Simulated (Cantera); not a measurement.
Cantera run:

```python
import numpy as np
import cantera as ct

gas_names = [...]  # 151 gases of nasa_gas.yaml made of C, H, N, O, Si
cond_names = """
    C(gr) C6H6(L) C7H8(L) C8H18(L),n-octa H2O(s) H2O(L) Si(cr) Si(L) SiC(b) SiO2(Lqz) SiO2(hqz) SiO2(L)
    Si2N2O(s) Si3N4(a)
""".split()


# ... load() reads the species with a 1 bar reference pressure and builds the phases ...
atoms = {
    'Si3N4': {'Si': 3, 'N': 4},
    'CO2': {'C': 1, 'O': 2},
    'H2': {'H': 2},
}
top_T = {'C(gr)': 4500, 'SiC(b)': 3050, 'Si2N2O(s)': 2100, 'Si3N4(a)': 2400}  # K; cautious upper limits of use, not melting points


# ... equilibrate(T, P, feed) seeds the gas with the atoms and calls Mixture.equilibrate('TP', solver="vcs", rtol=1e-11, max_steps=5000) ...
results = []
feed = {'Si3N4': 1, 'CO2': 0.13, 'H2': 400}  # mol
T = 1825  # K
P = 13332.2  # Pa
mix = equilibrate(T, P, feed)
results.append((T, P, feed, dict(zip(mix.species_names, mix.species_moles))))
x = sorted(zip(gas.X, gas.species_names), reverse=True)
print(f"T = {T:g} K  P = {P:g} Pa  gas = {mix.phase_moles(0):.4g} mol")
print("   x: " + "  ".join(f"{s} {v:.3e}" for v, s in x if v > 1e-06))
print("   condensed (mol): " + ("  ".join(f"{mix.phase(i).name} {mix.phase_moles(i):.4g}"
      for i in range(1, mix.n_phases) if mix.phase_moles(i) > 1e-12) or "none"))
```

Result:

```
T = 1825 K  P = 13332.2 Pa  gas = 402.5 mol
   x: H2 9.931e-01  N2 4.961e-03  H 1.202e-03  SiO 5.757e-04  CO 7.017e-05  SiH2 3.536e-05  Si 3.411e-05  SiH 1.319e-05  HCN 1.310e-05  CH4 2.513e-06
   condensed (mol): Si(L) 2.639  SiC(b) 0.09494
```

Method: chemical equilibrium by Gibbs-energy minimisation in Cantera with the NASA 1993 tables (ideal gas, pure condensed phases). Mutual solubility and eutectic melting of coexisting phases are not modelled. Gases not in the tables: Si2H6 and higher silanes.
